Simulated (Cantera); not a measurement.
Si2Cl6 + HCl + H2 (silicon epitaxy and polysilicon growth)

Input: 1 mol Si2Cl6, 0.13 mol HCl, 300 mol H2, held at 1 atm.

Equilibrium computed with Cantera from the NASA thermochemical tables; the gas is ideal and each condensed phase is pure. Candidate condensed phases: Si; 19 gas species. The feed counts by its element totals alone. The tables' values for SiCl3 are old estimates; treat these amounts as uncertain. Equilibrium is a limit: real reactors are often held back by kinetics, nucleation or transport.

```
T (K)   x H2    x HCl  x SiHCl3   x SiCl4   x SiCl2  x SiH2Cl2   x SiCl3  x SiH3Cl  n Si(s)
-----  -----  -------  --------  --------  --------  ---------  --------  --------  -------
1023   0.990  0.00514   0.00256   0.00157   4.74e-5   0.000462   5.94e-5   2.15e-5    0.576
1073   0.989  0.00720   0.00218   0.00130  0.000102   0.000429   9.10e-5   2.21e-5    0.754
1123   0.987  0.00953   0.00175  0.000987  0.000195   0.000381  0.000124   2.21e-5    0.954
1173   0.985   0.0119   0.00130  0.000673  0.000328   0.000320  0.000150   2.14e-5     1.16
1223   0.984   0.0141  0.000873  0.000404  0.000488   0.000251  0.000157   2.00e-5     1.34
1273   0.983   0.0157  0.000534  0.000213  0.000646   0.000185  0.000145   1.79e-5     1.47
1323   0.982   0.0167  0.000304  0.000102  0.000778   0.000130  0.000121   1.57e-5     1.56
1373   0.981   0.0173  0.000168   4.68e-5  0.000878    8.90e-5   9.43e-5   1.35e-5     1.61
```
x: gas mole fraction; n: condensed amount in mol.

From 1023 K to 1373 K the condensed part is Si(s). The main Si-bearing gas is SiHCl3 at 1023 K and SiCl2 at 1373 K. The share of Si in condensed phases is highest at 1373 K (80.4 %) and lowest at 1023 K (28.8 %).
